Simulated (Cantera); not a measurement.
## Reactions in the system Cl-H-Li

Cantera with NASA thermochemical tables; ideal gases at 1 bar, condensed phases pure. Values are per mole of reaction as written; species without (g) are pure solids or liquids, kept so even where they would boil at 1 bar.

2 LiCl(g) + H2(g) = 2 Li + 2 HCl(g)

```
T (K)  ΔH° (kJ)  ΔS° (J/K)  ΔG° (kJ)  log10 K
-----  --------  ---------  --------  -------
1275      228.3      -88.5     341.2   -13.98
1375      230.1      -87.2     349.9   -13.29
1475      231.9      -85.9     358.6   -12.70
1575      233.7      -84.7     367.1   -12.18
1675      235.6      -83.5     375.5   -11.71
1775      237.6      -82.4     383.8   -11.29
1875      239.7      -81.2     392.0   -10.92
1975      241.9      -80.1     400.1   -10.58
```
